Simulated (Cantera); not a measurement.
## Low-pressure radical oxidation in H2/O2

A perfectly stirred reactor is fed with H₂ : O₂ : N₂ : H₂O = 0.19 : 1 : 4.1 : 0.057 (molar parts), equivalence ratio 0.095, at 0.00681 atm; it is held at 1425 K, and followed from long to short residence time.

Model: the H2/O2 subset of GRI-Mech 3.0, which has no nitrogen chemistry, integrated in Cantera. Radical loss at walls, strong at low pressure, is not modelled. The temperature is held fixed by assumption; the heat of reaction is taken as removed at once.

```tsv
τ (s)	x H₂	x O₂	x H	x OH	x O
11	0.000300	0.171	0.000473	0.00160	0.00232
4.9	0.000484	0.170	0.000981	0.00203	0.00377
2.2	0.000743	0.169	0.00190	0.00251	0.00588
1.0	0.00106	0.167	0.00331	0.00298	0.00855
0.46	0.00139	0.166	0.00505	0.00339	0.0114
0.21	0.00168	0.165	0.00673	0.00368	0.0138
0.094	0.00195	0.164	0.00797	0.00388	0.0154
0.043	0.00224	0.164	0.00870	0.00402	0.0161
0.019	0.00276	0.164	0.00911	0.00416	0.0161
0.0088	0.00373	0.165	0.00927	0.00434	0.0153
0.0040	0.00572	0.166	0.00915	0.00455	0.0136
```
x: mole fraction; the columns are a selection and need not sum to one.
